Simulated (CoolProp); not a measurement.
Vapour-liquid equilibrium of propane (1) + R114 (2) at 1.11 MPa; x and y are mole fractions of (1).

The numbers come from the multi-fluid Helmholtz-energy mixture model, Lemmon 2009 and Platzer 1990; pair parameters Bell 2016 in CoolProp. This equation is an older, rougher fit; its heat capacities, sound speeds and derivatives of the liquid may be far off and weren't checked against measurements.

```csv
x,"bubble temperature, mixture model (K)","bubble temperature, Raoult's law (K)","y, mixture model","y, Raoult's law"
0.05,355.6,356.1,0.131,0.149
0.15,345.7,347.2,0.342,0.378
0.25,337.4,339.5,___,0.542
0.35,330.7,332.8,0.613,0.663
0.45,___,327.0,0.702,0.755
0.55,320.2,321.8,0.773,0.825
0.65,316.1,317.2,___,0.880
0.75,312.4,313.1,___,0.924
0.85,309.0,309.3,___,0.959
0.95,305.8,305.9,___,0.988
```

Q: Fill in the missing entries.

A: 
- 0.25, y, mixture model: 0.497
- 0.45, bubble temperature, mixture model (K): 325.0
- 0.65, y, mixture model: 0.833
- 0.75, y, mixture model: 0.885
- 0.85, y, mixture model: 0.933
- 0.95, y, mixture model: 0.978

The largest gap from Raoult's law is -2.1 K in bubble temperature, at x = 0.35. No azeotrope shows between x = 0.05 and 0.95.

Pair parameters are fitted to limited data, so mixtures are less certain than the pure fluids.
